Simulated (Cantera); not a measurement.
# Hydrocarbon pyrolysis for carbon deposition

An isothermal, constant-pressure homogeneous reactor starts with 16.7 % C₂H₄, 83.3 % H₂, at 1600 K and 2670 Pa.

Computed with Cantera and GRI-Mech 3.0 (53 species, 325 reactions). GRI-Mech 3.0 was tuned for natural gas; its chemistry of ethylene as a main component is partial and can be far from experiment. GRI-Mech 3.0 stops at C3 and has no aromatics, soot or wall deposition, so with more carbon than oxygen in the feed, carbon stays in small species such as C2H2 where larger ones or solid carbon would form. Radical loss at walls, strong at low pressure, is not modelled.

```csv
t (s),x C₂H₄,x H₂,x CH₄,x C₂H,x CH₃,x CH₂
8.00e-6,0.167,0.833,<1e-12,<1e-12,<1e-12,<1e-12
2.73e-5,0.167,0.833,1.13e-12,<1e-12,3.76e-12,<1e-12
9.32e-5,0.167,0.833,4.81e-11,<1e-12,4.91e-11,7.17e-12
0.000318,0.166,0.833,1.24e-9,1.02e-12,3.23e-10,3.69e-11
0.00109,0.165,0.834,2.37e-8,1.22e-11,1.79e-9,1.41e-10
0.00371,0.160,0.834,4.57e-7,1.50e-10,1.02e-8,4.84e-10
0.0126,0.141,0.837,7.01e-6,1.66e-9,4.07e-8,1.26e-9
0.0432,0.0836,0.845,4.33e-5,8.35e-9,6.91e-8,1.17e-9
0.147,0.00950,0.856,0.000105,3.64e-8,1.82e-7,3.18e-10
0.503,0.000359,0.857,0.000133,1.73e-7,9.75e-7,3.79e-10
1.72,0.000359,0.857,0.000217,1.74e-7,1.60e-6,5.96e-10
5.86,0.000358,0.856,0.000500,1.74e-7,3.69e-6,1.30e-9
20.0,0.000358,0.856,0.00133,1.73e-7,9.82e-6,3.36e-9
```
x: mole fraction; the columns are a selection and need not sum to one.

Equilibrium at this temperature and pressure: C₂H₄ 0.000357, H₂ 0.855, CH₄ 0.00245, C₂H 1.72e-7, CH₃ 1.80e-5, CH₂ 6.09e-9 (gas phase only).
